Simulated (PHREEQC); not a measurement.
Model water analysis in mg/kgw, 65 °C, pH 3.83, pe 13:

| constituent | mg/kgw |
|---|---|
| Na | 2120 |
| K | 50.1 |
| Ca | 353 |
| Mg | 198 |
| Cl | 283 |
| S(6) as SO4 | 5710 |
| B | 4.56 |
| Cu(2) | 108 |
| Mn(2) | 37.7 |

Valence states are taken as typed.

The numbers come from PHREEQC with the ion-association model, wateq4f.dat.

Each row changes one thing in this solution. Precipitation was switched off in this run.

```tsv
case	ionic strength (mol/kgw)	SO4-2 (mol/kgw)	NaSO4- (mol/kgw)	CaSO4 (mol/kgw)	Ca+2 (mol/kgw)	CuSO4 (mol/kgw)	SI of Gypsum (CaSO4:2H2O)	SI of Tenorite (CuO)
as made	0.148	0.0406	0.00650	0.00451	0.00428	0.000842	-0.10	-2.20
Cu(2) from 108 to 216 mg/kgw	0.149	0.0400	0.00640	0.00447	0.00432	0.00167	-0.11	-1.90
Ca from 353 to 1060 mg/kgw	0.157	0.0346	0.00548	0.0122	0.0142	0.000756	+0.33	-2.17
temperature from 65 to 55 °C at the same typed pH	0.150	0.0413	0.00640	0.00447	0.00433	0.000845	-0.11	-2.49
```

Some of these states are supersaturated (in Gypsum, for instance). At this temperature some constants are extrapolated from 25 °C, and those without enthalpy data are left unchanged.
